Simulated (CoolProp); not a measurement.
A single-stage vapour-compression cycle with R21: evaporating at 258.15 K (dew point), condensing at 317.15 K (bubble point), superheat 2 K, subcooling 0 K, compressor efficiency 0.75, no pressure losses. Each further row changes one setting.

Computed with CoolProp (reference Helmholtz-energy equation of state, Platzer 1990). This equation is an older, rougher fit; its heat capacities, sound speeds and derivatives of the liquid may be far off and weren't checked against measurements.

| case | cooling COP | pressure ratio | discharge temperature (K) | refrigerating effect (kJ/kg) | volumetric capacity (kJ/m³) |
|---|---|---|---|---|---|
| as stated | 2.71 | 9.18 | 380.4 | 192 | 337 |
| evaporating temperature 263.15 K | 3.07 | 7.27 | 373.2 | ___ | 424 |
| condensing temperature 312.15 K | ___ | 7.89 | 371.7 | 197 | 346 |
| subcooling 5 K | 2.79 | 9.18 | 380.4 | 197 | 346 |
| superheat 12 K | 2.69 | 9.18 | 392.5 | 197 | ___ |
| compressor efficiency 0.65 | ___ | 9.18 | 395.9 | 192 | 337 |

What belongs in the gaps?


- evaporating temperature 263.15 K, refrigerating effect (kJ/kg): 194
- condensing temperature 312.15 K, cooling COP: 3.02
- superheat 12 K, volumetric capacity (kJ/m³): 333
- compressor efficiency 0.65, cooling COP: 2.35
